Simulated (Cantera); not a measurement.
What does this Cantera script print?

```python
import numpy as np
import cantera as ct

gas = ct.Solution("h2o2.yaml")
gas.TPX = 625, 100000, {'H2': 1, 'O2': 0.602, 'N2': 2.27}
flame = ct.FreeFlame(gas, width=0.04)
flame.set_refine_criteria(ratio=3, slope=0.08, curve=0.16)
flame.transport_model = "mixture-averaged"
flame.solve(loglevel=0, auto=True)
z, T = flame.grid, flame.T
thick = (T[-1] - T[0]) / np.gradient(T, z).max()
show = ['H2', 'O2', 'H', 'H2O', 'O', 'HO2']
print(f"laminar burning velocity  {flame.velocity[0] * 100:.3f} cm/s")
print(f"burnt temperature         {T[-1]:.1f} K")
print(f"thermal thickness         {thick * 1e3:.4f} mm")
print(f"grid points               {len(z)}")
z0 = z[flame.heat_release_rate.argmax()]
print(f"{'z/mm':>9s}{'T/K':>9s}{'u/(m/s)':>9s}" + "".join(f"{s:>11s}" for s in show))
rows = []
for k in (-3, -2, -1.5, -1, -0.5, -0.25, 0, 0.25, 0.5, 1, 2, 4, 8):
    zz = z0 + k * thick
    rows.append([k * thick, np.interp(zz, z, T), np.interp(zz, z, flame.velocity),
                 *(np.interp(zz, z, flame.X[gas.species_index(s)]) for s in show)])
    print(f"{rows[-1][0] * 1e3:9.3f}{rows[-1][1]:9.1f}{rows[-1][2]:9.3f}" + "".join(f"{x:11.3e}" for x in rows[-1][3:]))
```

Output:

```
laminar burning velocity  694.877 cm/s
burnt temperature         2410.2 K
thermal thickness         0.4682 mm
grid points               128
     z/mm      T/K  u/(m/s)         H2         O2          H        H2O          O        HO2
   -1.405    625.0    6.949  2.583e-01  1.555e-01  6.510e-16  1.018e-12  9.341e-16  2.040e-12
   -0.936    625.0    6.949  2.583e-01  1.555e-01  1.750e-12  2.156e-10  8.248e-13  6.068e-10
   -0.702    625.0    6.949  2.583e-01  1.555e-01  7.691e-11  2.479e-09  1.821e-11  8.004e-09
   -0.468    625.0    6.948  2.582e-01  1.555e-01  5.270e-08  2.569e-07  3.847e-09  8.678e-07
   -0.234    639.8    7.078  2.537e-01  1.558e-01  1.572e-04  7.500e-04  9.139e-06  2.226e-04
   -0.117    829.8    8.972  2.207e-01  1.514e-01  5.336e-03  1.836e-02  3.846e-04  1.958e-04
    0.000   1250.9   13.083  1.208e-01  1.119e-01  3.181e-02  1.036e-01  6.296e-03  9.169e-05
    0.117   1554.8   16.058  4.738e-02  6.112e-02  4.589e-02  1.904e-01  1.390e-02  4.363e-05
    0.234   1703.9   17.472  3.366e-02  4.799e-02  4.067e-02  2.128e-01  1.492e-02  2.930e-05
    0.468   1862.2   18.907  3.016e-02  4.309e-02  2.984e-02  2.251e-01  1.296e-02  2.075e-05
    0.936   2021.7   20.299  2.614e-02  3.942e-02  1.931e-02  2.378e-01  9.939e-03  1.402e-05
    1.873   2167.0   21.524  2.044e-02  3.612e-02  1.100e-02  2.515e-01  6.836e-03  8.995e-06
    3.746   2286.4   22.503  1.415e-02  3.348e-02  5.415e-03  2.646e-01  4.216e-03  5.937e-06
```

Cantera simulation using the H2/O2 subset of GRI-Mech 3.0, which has no nitrogen chemistry; the numbers are that mechanism's predictions, not measurements. Burning velocities carry a grid error of a few per cent, more on coarse grids.
